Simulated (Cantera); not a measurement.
**Premixed flame**

A freely propagating, adiabatic, planar premixed flame of 8.97 % CO, 9.87 % H₂, 17.9 % O₂, 63.2 % N₂, equivalence ratio 0.53, unburnt at 475 K and 0.316 atm; mixture-averaged transport, grid criteria slope 0.08 and curve 0.16, no radiation.

Cantera simulation using GRI-Mech 3.0 (53 species, 325 reactions); the numbers are that mechanism's predictions, not measurements. Burning velocities carry a grid error of a few per cent, more on coarse grids.

| z (mm) | T (K) | u (m/s) | x CO | x H₂ | x O₂ | x OH | x H₂O₂ | x O |
|---|---|---|---|---|---|---|---|---|
| -6.45 | 475 | 1.32 | 0.0897 | 0.0986 | 0.179 | <1e-8 | <1e-8 | <1e-8 |
| -4.30 | 475 | 1.32 | 0.0897 | 0.0985 | 0.179 | <1e-8 | <1e-8 | <1e-8 |
| -3.22 | 475 | 1.32 | 0.0897 | 0.0983 | 0.179 | <1e-8 | <1e-8 | <1e-8 |
| -2.15 | 475 | 1.32 | 0.0898 | 0.0970 | 0.180 | <1e-8 | 6.06e-8 | <1e-8 |
| -1.07 | 497 | 1.37 | 0.0905 | 0.0864 | 0.181 | 6.75e-6 | 1.19e-5 | 1.90e-6 |
| -0.537 | 694 | 1.88 | 0.0868 | 0.0638 | 0.176 | 0.000303 | 1.67e-5 | 0.000132 |
| 0 | 1046 | 2.78 | 0.0725 | 0.0293 | 0.151 | 0.00133 | 2.62e-6 | 0.00314 |
| 0.537 | 1304 | 3.43 | 0.0502 | 0.00863 | 0.121 | 0.00356 | 1.65e-6 | 0.00914 |
| 1.07 | 1449 | 3.78 | 0.0331 | 0.00494 | 0.108 | 0.00507 | 9.35e-7 | 0.0111 |
| 2.15 | 1599 | 4.13 | 0.0180 | 0.00429 | 0.100 | 0.00654 | 4.56e-7 | 0.0101 |
| 4.30 | 1727 | 4.42 | 0.0111 | 0.00315 | 0.0970 | 0.00684 | 2.22e-7 | 0.00703 |
| 8.60 | 1820 | 4.63 | 0.00704 | 0.00185 | 0.0957 | 0.00596 | 1.18e-7 | 0.00396 |
| 17.2 | 1880 | 4.76 | 0.00378 | 0.000930 | 0.0951 | 0.00456 | 6.79e-8 | 0.00194 |
x: mole fraction of selected species; z is measured from the peak of heat release.

| Item | Result |
|---|---|
| laminar burning velocity | 132 cm/s |
| thermal thickness | 2.15 mm |
| peak x(OH) | 0.00691 |
| peak x(H₂O₂) | 2.21e-5 |
| peak x(O) | 0.0112 |
| grid points | 107 |
